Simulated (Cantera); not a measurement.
Input (Python, Cantera):

```python
import numpy as np
import cantera as ct

gas = ct.Solution("gri30.yaml")
gas.TPX = 525, 27000, {'H2': 1, 'O2': 1.14, 'N2': 4.27}
inlet = ct.Reservoir(gas, clone=True)
gas.equilibrate("HP")  # start burning
reactor = ct.IdealGasConstPressureReactor(gas, energy="on", clone=False)
exhaust = ct.Reservoir(gas, clone=True)
tau = [0.14, 0.071, 0.036, 0.018, 0.0089, 0.0045, 0.0022, 0.0011, 0.00056, 0.00028, 0.00014, 7e-05][0]
for a, b in ((inlet, reactor), (reactor, exhaust)):
    ct.MassFlowController(a, b, mdot=lambda t: reactor.mass / tau)
net = ct.ReactorNet([reactor])
show = ['H2', 'O2', 'H2O', 'O', 'H2O2', 'NO2', 'OH']

rows = []
print(f"{'tau/s':>10s}{'T/K':>9s}" + "".join(f"{s:>11s}" for s in show))
for tau in [0.14, 0.071, 0.036, 0.018, 0.0089, 0.0045, 0.0022, 0.0011, 0.00056, 0.00028, 0.00014, 7e-05]:
    net.initial_time = 0.0
    net.advance(30 * tau)
    before = gas.X
    net.advance(40 * tau)
    drift = np.max(np.abs(gas.X - before) / (gas.X + 1e-9))
    rows.append([gas.T, *gas[show].X, drift])
    print(f"{tau:10.3e}{gas.T:9.1f}" + "".join(f"{x:11.3e}" for x in gas[show].X))
```

Result:

```
     tau/s      T/K         H2         O2        H2O          O       H2O2        NO2         OH
 1.400e-01   1689.8  4.964e-04  1.075e-01  1.671e-01  6.424e-04  1.013e-07  5.970e-09  2.580e-03
 7.100e-02   1681.6  7.737e-04  1.072e-01  1.664e-01  1.002e-03  1.345e-07  4.184e-09  3.175e-03
 3.600e-02   1669.7  1.195e-03  1.070e-01  1.653e-01  1.549e-03  1.789e-07  2.994e-09  3.864e-03
 1.800e-02   1651.7  1.836e-03  1.067e-01  1.638e-01  2.376e-03  2.416e-07  2.284e-09  4.634e-03
 8.900e-03   1624.7  2.782e-03  1.064e-01  1.617e-01  3.577e-03  3.350e-07  1.906e-09  5.418e-03
 4.500e-03   1587.1  4.050e-03  1.062e-01  1.588e-01  5.131e-03  4.756e-07  1.697e-09  6.063e-03
 2.200e-03   1532.5  5.820e-03  1.062e-01  1.547e-01  7.111e-03  7.202e-07  1.495e-09  6.451e-03
 1.100e-03   1462.8  8.100e-03  1.069e-01  1.495e-01  9.101e-03  1.118e-06  1.228e-09  6.399e-03
 5.600e-04   1378.6  1.140e-02  1.086e-01  1.428e-01  1.054e-02  1.706e-06  8.794e-10  5.896e-03
 2.800e-04   1272.9  1.828e-02  1.130e-01  1.320e-01  1.045e-02  2.418e-06  4.751e-10  4.960e-03
 1.400e-04   1089.4  4.988e-02  1.303e-01  9.967e-02  5.570e-03  2.677e-06  9.331e-11  2.761e-03
 7.000e-05    525.0  1.560e-01  1.778e-01 -9.668e-16  2.023e-19 -5.121e-19 -6.653e-22  4.242e-21
```

Computed with Cantera and GRI-Mech 3.0 (53 species, 325 reactions).
